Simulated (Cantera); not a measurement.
Feed: 1 mol C2H4, 0.031 mol CO2, 0.36 mol H2, held at 1523 K and 0.0350 bar.

Equilibrium computed with Cantera from the NASA thermochemical tables; the gas is ideal and each condensed phase is pure. Candidate condensed phases: C, C6H6, C7H8, C8H18, H2O; 110 gas species. Rates play no part.

Base state: H2 0.974, CO 0.0256, H 0.000122, CH4 7.65e-5, C2H2 (acetylene) 1.15e-5 (mole fractions); condensed: C(graphite).

### Question
What changes in the equilibrium state with this change: temperature from 1523 K to 1025 K?

### Answer
```
species             before     after
----------------  --------  --------
H2                   0.974     0.972
CO                  0.0256    0.0254
CH4                7.65e-5   0.00243
H2O                1.27e-6  0.000229
C2H2 (acetylene)   1.15e-5   2.15e-9
H                 0.000122   2.30e-8
C(graphite), mol      1.97      1.96
```
